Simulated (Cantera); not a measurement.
# Si3N4 + Cl2 + H2 (nitride etching)

Charge: 1 mol Si3N4, a varied amount of Cl2, 20 mol H2, equilibrated at 873 K and 1000 Pa.

These are equilibrium values from Cantera (NASA tables, ideal gas, pure condensed phases), not measurements of a reactor. Candidate condensed phases: NH4Cl, Si, Si3N4; 28 gas species. The numbers say what is thermodynamically allowed, not how fast it happens.

```json
[
 {"n(Cl2) (mol)": "5.2", "x HCl": "0.298", "x H2": "0.652", "x Cl2": "<1e-12", "x SiCl4": "0.0296", "x N2": "0.0198", "n Si3N4(s)": "0.752"},
 {"n(Cl2) (mol)": "6.7", "x HCl": "0.334", "x H2": "0.593", "x Cl2": "<1e-12", "x SiCl4": "0.0437", "x N2": "0.0292", "n Si3N4(s)": "0.615"},
 {"n(Cl2) (mol)": "8.7", "x HCl": "0.367", "x H2": "0.528", "x Cl2": "<1e-12", "x SiCl4": "0.0629", "x N2": "0.0421", "n Si3N4(s)": "0.409"},
 {"n(Cl2) (mol)": "11", "x HCl": "0.391", "x H2": "0.468", "x Cl2": "<1e-12", "x SiCl4": "0.0846", "x N2": "0.0566", "n Si3N4(s)": "0.147"},
 {"n(Cl2) (mol)": "15", "x HCl": "0.530", "x H2": "0.323", "x Cl2": "<1e-12", "x SiCl4": "0.0881", "x N2": "0.0588", "n Si3N4(s)": "0"},
 {"n(Cl2) (mol)": "19", "x HCl": "0.684", "x H2": "0.184", "x Cl2": "2.78e-12", "x SiCl4": "0.0789", "x N2": "0.0526", "n Si3N4(s)": "0"},
 {"n(Cl2) (mol)": "25", "x HCl": "0.864", "x H2": "0.0227", "x Cl2": "3.59e-11", "x SiCl4": "0.0682", "x N2": "0.0455", "n Si3N4(s)": "0"},
 {"n(Cl2) (mol)": "32", "x HCl": "0.784", "x H2": "5.72e-12", "x Cl2": "0.118", "x SiCl4": "0.0588", "x N2": "0.0392", "n Si3N4(s)": "0"}
]
```
x: gas mole fraction; n: condensed amount in mol.

From 5.2 mol Cl2 to 11 mol Cl2 the condensed part is Si3N4(s). From 15 mol Cl2 to 32 mol Cl2 nothing is condensed. The main Si-bearing gas is SiCl4 throughout.
